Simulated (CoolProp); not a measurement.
Aqueous lithium chloride as a coolant, at -14 °C, 1 atm.

The numbers come from the Melinder's fits for secondary coolants in CoolProp.

| mass % | freezing point (°C) | cp (kJ/(kg K)) | density (kg/m³) | Prandtl number | conductivity (W/(m K)) |
|---|---|---|---|---|---|
| 11.5 | -15.0 | 3.517 | 1070 | 28.8 | 0.519 |
| 12.8 | -17.9 | 3.439 | 1078 | 29.6 | 0.517 |
| 14.1 | -21.2 | 3.362 | 1086 | 30.5 | 0.515 |
| 15.4 | -25.2 | 3.288 | 1094 | 31.5 | 0.513 |
| 16.7 | -29.7 | 3.216 | 1102 | 32.5 | 0.511 |
| 18 | -34.9 | 3.148 | 1110 | 33.6 | 0.508 |
| 19.3 | -40.6 | 3.085 | 1119 | 34.8 | 0.506 |
